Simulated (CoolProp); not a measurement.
Dimethyl carbonate at several states: fugacity coefficient from the reference equation and from simpler models built on Tc = 283.9 °C, pc = 4.909 MPa, ω = 0.346; each cubic takes its own stable root.

Model: reference Helmholtz-energy equation of state, Zhou 2011, in CoolProp.

```tsv
T (°C)	p (MPa)	phase	reference	van der Waals	Redlich-Kwong	Soave-Redlich-Kwong	Peng-Robinson
172.15	0.0348	gas	0.9950	0.9964	0.9955	0.9950	0.9946
235.85	1.56	gas	0.8556	[?]	[?]	0.8550	0.8439
32.05	1.62	liquid	[?]	0.1556	0.02348	0.006376	0.006687
251.15	0.0303	gas	0.9974	0.9979	0.9975	0.9974	0.9972
40.15	0.0159	liquid	0.9437	0.9964	0.9947	0.8980	0.9402
137.85	0.0808	gas	0.9850	0.9900	0.9869	0.9851	0.9843
```

### Question
Some entries are withheld; supply them.

### Answer

- 235.85, van der Waals: 0.8834
- 235.85, Redlich-Kwong: 0.8623
- 32.05, reference: 0.006695

At some of these states van der Waals, Redlich-Kwong gives the other phase, because its saturation line lies elsewhere.
